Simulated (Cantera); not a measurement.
A perfectly stirred reactor is fed with CH4 : H2 : O2 : N2 = 1 : 0.15 : 2.84 : 10.7 (molar parts), equivalence ratio 0.73, at 0.450 bar; it is adiabatic with a 573 K inlet, and is followed from long to short residence time, starting on the burning branch (τ in s: 0.054, 0.027, 0.013, 0.0065, 0.0032, 0.0016, 0.00079, 0.00039, 0.00019, 9.5e-05).

Model: GRI-Mech 3.0 (53 species, 325 reactions), integrated in Cantera.

Task: Predict: blow-out, bracketed by the residence times tried; x(CH4) at τ = 54.0 ms; x(H2) at τ = 54.0 ms; x(O2) at τ = 54.0 ms; x(CH3) at τ = 54.0 ms; x(CH4) at τ = 1.60 ms; x(H2) at τ = 1.60 ms; x(O2) at τ = 1.60 ms; x(CH2CO) at τ = 1.60 ms; x(CH3) at τ = 1.60 ms.

Result: 
```
Quantity                                                                       Result
------------------------------------------------  -----------------------------------
blow-out, bracketed by the residence times tried  burning at 0.190 ms, out at 95.0 µs
x(CH4) at τ = 54.0 ms                                                         8.46e-6
x(H2) at τ = 54.0 ms                                                          0.00122
x(O2) at τ = 54.0 ms                                                           0.0524
x(CH3) at τ = 54.0 ms                                                         2.80e-6
x(CH4) at τ = 1.60 ms                                                        0.000106
x(H2) at τ = 1.60 ms                                                          0.00582
x(O2) at τ = 1.60 ms                                                           0.0572
x(CH2CO) at τ = 1.60 ms                                                       1.47e-8
x(CH3) at τ = 1.60 ms                                                         2.36e-5
```
